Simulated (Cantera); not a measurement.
Charge: 1 mol CaCO3, 8.1 mol H2O, at 850 K.

Method: chemical equilibrium by Gibbs-energy minimisation in Cantera with the NASA 1993 tables (ideal gas, pure condensed phases). Candidate condensed phases: C, C6H6, C7H8, C8H18, Ca, CaCO3, CaO, Ca(OH)2, H2O; 115 gas species. Rates play no part.

Task: Which condensed phases are stable at each of these points (P (Pa)): 10, 36, 130, 460, 1700, 6000, 22000, 77000, 280000, 1000000?

Result: 
```
P (Pa)              condensed phases  Ca condensed (%)
-------  ---------------------------  ----------------
10                            CaO(s)             100.0
36                            CaO(s)             100.0
130                           CaO(s)             100.0
460                           CaO(s)             100.0
1700         CaCO3(calcite) + CaO(s)             100.0
6000         CaCO3(calcite) + CaO(s)             100.0
22000        CaCO3(calcite) + CaO(s)             100.0
77000        CaCO3(calcite) + CaO(s)             100.0
280000   CaCO3(calcite) + Ca(OH)2(s)             100.0
1000000  CaCO3(calcite) + Ca(OH)2(s)             100.0
```

From 0.000100 bar to 0.00460 bar the condensed part is CaO(s). From 0.0170 bar to 0.770 bar the condensed part is CaCO3(calcite) + CaO(s). From 2.80 bar to 10.0 bar the condensed part is CaCO3(calcite) + Ca(OH)2(s).
